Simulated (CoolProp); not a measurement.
Nitrogen along the isotherm 37.65 °C: fugacity coefficient from the reference equation and from simpler models built on Tc = -147.0 °C, pc = 3.396 MPa, ω = 0.037; each cubic takes its own stable root.

Model: reference Helmholtz-energy equation of state, Span 2000, in CoolProp.

| p (MPa) | phase | reference |
|---|---|---|
| 4.24 | supercritical | 0.9977 |
| 8.49 | supercritical | 0.9991 |
| 12.7 | supercritical | 1.004 |
| 17 | supercritical | 1.014 |
| 21.2 | supercritical | 1.027 |
| 25.5 | supercritical | 1.044 |
| 29.7 | supercritical | 1.064 |
| 34 | supercritical | 1.088 |

Problem. How far does each simpler model (van der Waals, Redlich-Kwong, Soave-Redlich-Kwong, Peng-Robinson) lie from the reference over these 8 states: mean and median of the absolute difference, and the worst?

Solution. 
- van der Waals: mean 6.5 %, median 7.2 %, worst -9.2 % at 37.65 °C and 34 MPa
- Redlich-Kwong: mean 2.9 %, median 3.0 %, worst -4.9 % at 37.65 °C and 34 MPa
- Soave-Redlich-Kwong: mean 2.2 %, median 2.4 %, worst +3.3 % at 37.65 °C and 34 MPa
- Peng-Robinson: mean 3.2 %, median 3.2 %, worst -5.3 % at 37.65 °C and 34 MPa
